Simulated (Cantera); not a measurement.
An adiabatic, constant-pressure homogeneous reactor starts with 1.55 % C3H8, 7.05 % O2, 91.4 % N2, equivalence ratio 1.1, at 1573 K and 100000 Pa.

Computed with Cantera and GRI-Mech 3.0 (53 species, 325 reactions). GRI-Mech 3.0 was tuned for natural gas; its chemistry of propane as a main component is partial and can be far from experiment.

One state of this run: T (K) = 2182; x C3H8 = <1e-12; x O2 = 0.00424; x CH2 = <1e-12; x CH4 = <1e-12; x C2H = <1e-12; x NO = 0.000118; x N2O = 7.77e-8. x: mole fraction; the columns are a selection and need not sum to one.

Task: Which value of t (s) does it belong to?
A) 0.00141
B) 6.12e-6
C) 0.00348
D) 0.800

Result: A, 0.00141
